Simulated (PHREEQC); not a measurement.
Consider water at 40 °C with 160 mmol/kgw HF and 3.4 mmol/kgw Na2B4O7. Closed to the air; pH follows from the charge balance.

All values are PHREEQC results (ion-association model, phreeqc.dat), not measurements.

Each row changes one thing in this solution. Precipitation was switched off in this run.

```
case                             pH  ionic strength (mol/kgw)  HF (mol/kgw)  F- (mol/kgw)  HF2- (mol/kgw)  BF3OH- (mol/kgw)
-----------------------------  ----  ------------------------  ------------  ------------  --------------  ----------------
as made                        1.92                    0.0203        0.0970       0.00476         0.00194           6.86e-5
0.0021 mol/kgw Li2SO4 added    1.95                    0.0249        0.0965       0.00507         0.00205           6.89e-5
HF from 0.16 to 0.08 mol/kgw   2.11                    0.0155        0.0239       0.00177        0.000177          0.000274
diluted 2-fold with water      2.14                    0.0113        0.0476       0.00376        0.000752           6.97e-5
0.0093 mol/kgw Cu(BF4)2 added  1.92                    0.0481        0.0963       0.00500         0.00202          0.000162
```

Constants without temperature data keep their 25 °C values here. Real BF4- forms and hydrolyses slowly; the run takes it at equilibrium.
